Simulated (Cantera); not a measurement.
Feed: 1 mol CF4, 6 mol H2, 1.5 mol F2, at 1.70 mbar.

Method: chemical equilibrium by Gibbs-energy minimisation in Cantera with the NASA 1993 tables (ideal gas, pure condensed phases). Candidate condensed phases: C, C6H6, C7H8, C8H18; 95 gas species. Kinetics and transport are ignored.

Which condensed phases are stable at each of these points (T (°C)): 2050, 2150, 2250, 2350, 2450, 2550, 2650, 2750, 2850?


| T (°C) | condensed phases | C condensed (%) |
|---|---|---|
| 2050 | C(graphite) | 98.0 |
| 2150 | C(graphite) | 97.0 |
| 2250 | C(graphite) | 94.8 |
| 2350 | C(graphite) | 88.3 |
| 2450 | C(graphite) | 65.3 |
| 2550 | gas only | 0.0 |
| 2650 | gas only | 0.0 |
| 2750 | gas only | 0.0 |
| 2850 | gas only | 0.0 |

From 2050 °C to 2450 °C the condensed part is C(graphite). From 2550 °C to 2850 °C nothing is condensed.
